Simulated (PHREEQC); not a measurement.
Consider water at 25 °C and 500 atm with 0.0051 mol CdSO4, 0.00014 mol KCl and 0.00046 mol HCl per kg of water. Closed to the air; pH follows from the charge balance.

Computed with PHREEQC (ion-association model, phreeqc.dat).

Each row changes one thing in this solution. Precipitation was switched off in this run.

```
case                                            pH  ionic strength (mol/kgw)  SO4-2 (mol/kgw)  Cl- (mol/kgw)  HSO4- (mol/kgw)  KSO4- (mol/kgw)  SI of Sylvite (KCl)
--------------------------------------------  ----  ------------------------  ---------------  -------------  ---------------  ---------------  -------------------
as made                                       3.44                    0.0170          0.00352       0.000490          5.08e-5          1.69e-6                -8.26
diluted 5-fold with water                     4.08                   0.00399         0.000952       0.000112          3.67e-6          1.16e-7                -9.54
KCl from 0.00014 to 1.4e-05 mol/kgw           3.44                    0.0169          0.00352       0.000386          5.07e-5          1.69e-7                -9.36
diluted 2-fold with water                     3.71                   0.00930          0.00211       0.000263          1.75e-5          5.69e-7                -8.80
temperature from 25 to 5 °C                   3.41                    0.0170          0.00334       0.000485          3.05e-5          9.88e-7                -8.17
CdSO4 replaced by K2SO4 at the same molality  3.45                    0.0154          0.00486       0.000600          6.82e-5         0.000175                -6.30
temperature from 25 to 80 °C                  3.58                    0.0165          0.00360       0.000494         0.000165          3.99e-6                -8.49
```

Under pressure, the constants of complexes without a molar volume in the database are unreliable. Constants without temperature data keep their 25 °C values here.
